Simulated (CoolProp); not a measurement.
Properties of n-undecane along the isotherm 346.85 °C.

The numbers come from the reference Helmholtz-energy equation of state, Aleksandrov 2011 in CoolProp. It is a short technical equation, of lower accuracy than the large ones.

```
p (bar)   phase  cp (kJ/(kg K))  cv (kJ/(kg K))  speed of sound (m/s)  Joule-Thomson coefficient (K/MPa)
-------  ------  --------------  --------------  --------------------  ---------------------------------
0.629       gas           2.917           2.860                 180.9                              9.223
1.02        gas           2.922           2.862                 179.3                              9.347
1.64        gas           2.930           2.866                 176.9                              9.553
2.65        gas           2.945           2.872                 172.7                              9.917
4.29        gas           2.974           2.883                 165.5                              10.60
6.93        gas           3.037           2.904                 152.7                              12.02
11.2        gas           3.244           2.950                 126.5                              16.09
18.1     liquid           3.976           2.996                 184.5                              2.420
29.2     liquid           3.634           2.978                 256.4                              1.117
47.2     liquid           3.483           2.966                 327.5                             0.5511
76.3     liquid           3.392           2.958                 406.0                             0.2263
123      liquid           3.330           2.953                 495.6                            0.02076
199      liquid           3.285           2.953                 601.4                            -0.1165
```
